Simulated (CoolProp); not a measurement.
Vapour-liquid equilibrium of n-hexane (1) + ethylbenzene (2) at 0.306 MPa; x and y are mole fractions of (1).

Values from CoolProp's multi-fluid Helmholtz-energy mixture model, Thol 2019 and Zhou 2012; pair parameters Bell 2016.

```csv
x,"bubble temperature, mixture model (K)","bubble temperature, Raoult's law (K)","y, mixture model","y, Raoult's law"
0.05,447.0,448.2,0.201,0.195
0.2,426.6,429.6,0.557,0.557
0.35,413.0,415.8,0.732,0.745
0.5,403.2,405.2,0.832,0.852
0.65,395.6,396.6,0.898,0.919
0.8,389.2,389.6,0.947,0.962
0.95,383.6,383.6,0.988,0.992
```

The largest gap from Raoult's law is -3.0 K in bubble temperature, at x = 0.2. No azeotrope shows between x = 0.05 and 0.95.

Pair parameters are fitted to limited data, so mixtures are less certain than the pure fluids.
